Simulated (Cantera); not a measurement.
## Premixed flame

A freely propagating, adiabatic, planar premixed flame of C3H8 : O2 : N2 = 1 : 5.68 : 21.4 (molar parts), equivalence ratio 0.88, unburnt at 450 K and 0.140 bar; mixture-averaged transport, grid criteria slope 0.08 and curve 0.16, no radiation.

Model: GRI-Mech 3.0 (53 species, 325 reactions), integrated in Cantera. GRI-Mech 3.0 was tuned for natural gas; its chemistry of propane as a main component is partial and can be far from experiment. Burning velocities carry a grid error of a few per cent, more on coarse grids.

```tsv
z (mm)	T (K)	u (m/s)	x C3H8	x O2	x NO	x C2H2	x CH2O	x CH2
-5.44	450	1.18	0.0356	0.202	<1e-8	<1e-8	4.85e-8	<1e-8
-3.63	451	1.18	0.0356	0.202	<1e-8	7.32e-8	9.87e-7	<1e-8
-2.72	453	1.19	0.0355	0.201	<1e-8	5.23e-7	7.09e-6	<1e-8
-1.81	480	1.27	0.0352	0.198	2.44e-8	7.60e-6	8.91e-5	<1e-8
-0.907	767	2.07	0.0285	0.173	3.62e-7	0.000161	0.000792	3.48e-7
-0.454	1156	3.21	0.0116	0.134	1.03e-6	0.000550	0.00136	1.36e-5
0	1541	4.38	0.000601	0.0886	2.40e-6	0.000938	0.000822	5.03e-5
0.454	1698	4.85	1.85e-6	0.0619	4.24e-6	0.000220	0.000112	1.73e-5
0.907	1733	4.94	<1e-8	0.0507	5.55e-6	1.12e-5	7.04e-6	1.28e-6
1.81	1761	4.99	<1e-8	0.0434	6.90e-6	1.56e-8	2.56e-8	<1e-8
3.63	1793	5.06	<1e-8	0.0398	8.69e-6	<1e-8	<1e-8	<1e-8
7.26	1836	5.16	<1e-8	0.0380	1.19e-5	<1e-8	<1e-8	<1e-8
14.5	1895	5.30	<1e-8	0.0365	1.79e-5	<1e-8	<1e-8	<1e-8
```
x: mole fraction of selected species; z is measured from the peak of heat release.

```
Item                         Value
------------------------  --------
laminar burning velocity  118 cm/s
thermal thickness          1.81 mm
peak x(C2H2)              0.000961
peak x(CH2O)               0.00139
peak x(CH2)                5.03e-5
grid points                    152
```
